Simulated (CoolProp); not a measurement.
Vapour-liquid equilibrium of ethanol (1) + ethylbenzene (2) at 187.55 °C; x and y are mole fractions of (1).

Values from CoolProp's multi-fluid Helmholtz-energy mixture model, Schroeder 2014 and Zhou 2012; pair parameters Bell 2016.

| x | bubble pressure, mixture model (MPa) | bubble pressure, Raoult's law (MPa) | y, mixture model | y, Raoult's law |
|---|---|---|---|---|
| 0.05 | 0.5814 | 0.4367 | 0.410 | 0.266 |
| 0.15 | 0.9601 | 0.6352 | 0.644 | 0.548 |
| 0.25 | 1.226 | 0.8337 | 0.727 | 0.696 |
| 0.35 | 1.418 | 1.032 | 0.771 | 0.788 |
| 0.45 | 1.570 | 1.231 | 0.803 | 0.849 |
| 0.55 | 1.704 | 1.429 | 0.830 | 0.894 |
| 0.65 | 1.834 | 1.628 | 0.858 | 0.927 |
| 0.75 | 1.967 | 1.826 | 0.890 | 0.954 |
| 0.85 | 2.106 | 2.025 | 0.928 | 0.975 |
| 0.95 | 2.250 | 2.223 | 0.973 | 0.992 |

The largest gap from Raoult's law is +51.1 % in bubble pressure, at x = 0.15. No azeotrope shows between x = 0.05 and 0.95.

The pair parameters rest on a limited set of measurements; away from them the model extrapolates. With so large a gap from Raoult's law the liquid may split in two, which this calculation doesn't test in full.
